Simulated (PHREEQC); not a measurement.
Synthetic water in mg/L, 45 °C, pH 8.45, pe -1:

```csv
constituent,mg/L
Na,9110
K,1040
Ca,8.94
Mg,1710
Cl,18900
S(6) as SO4,1620
Alkalinity as HCO3,53.9
Mn(2),7.54
```

Cl is adjusted to close the charge balance.
Valence states are taken as typed.

Model: ion-association model, phreeqc.dat, run in PHREEQC.

Task: The ionic strength comes out as 0.637 mol/kgw. What activity coefficients do MgHCO3+, Na+, Cl-, OH-, MnCl+ get?

Result: MgHCO3+ 0.62, Na+ 0.71, Cl- 0.62, OH- 0.60, MnCl+ 0.66.

Precipitation was switched off in this run. Examples of supersaturated solids here: Rhodochrosite. Others may be too. Away from 25 °C the constants follow the database's enthalpies or fits; those with neither stay at their 25 °C values.
